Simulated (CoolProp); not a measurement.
Properties of normal hydrogen along the isotherm 49 K (Tc = 33.1 K, pc = 1.296 MPa, ω = -0.219).

Values from CoolProp's reference Helmholtz-energy equation of state, Leachman 2009.

| p (MPa) | phase | cp (kJ/(kg K)) | speed of sound (m/s) | fugacity coefficient |
|---|---|---|---|---|
| 0.15 | gas | 10.57 | 578.2 | 0.9874 |
| 0.299 | gas | 10.82 | ___ | 0.9751 |
| 0.449 | gas | 11.10 | 574.5 | 0.9627 |
| 0.598 | gas | ___ | 572.8 | 0.9505 |
| 0.748 | gas | 11.69 | ___ | ___ |
| 0.897 | gas | 12.02 | 569.9 | 0.9264 |
| 1.05 | gas | 12.37 | 568.7 | 0.9142 |
| 1.2 | gas | 12.74 | 567.7 | 0.9024 |
| 1.35 | supercritical | 13.14 | 567.0 | 0.8907 |
| 1.5 | supercritical | 13.55 | 566.5 | 0.8792 |
| 1.65 | supercritical | 14.00 | 566.4 | 0.8678 |
| 1.79 | supercritical | 14.43 | 566.6 | ___ |
| 1.94 | supercritical | ___ | 567.2 | 0.8463 |

Q: Some entries are withheld; supply them.

A: 
- 0.299, speed of sound (m/s): 576.3
- 0.598, cp (kJ/(kg K)): 11.39
- 0.748, speed of sound (m/s): 571.3
- 0.748, fugacity coefficient: 0.9383
- 1.79, fugacity coefficient: 0.8573
- 1.94, cp (kJ/(kg K)): 14.92
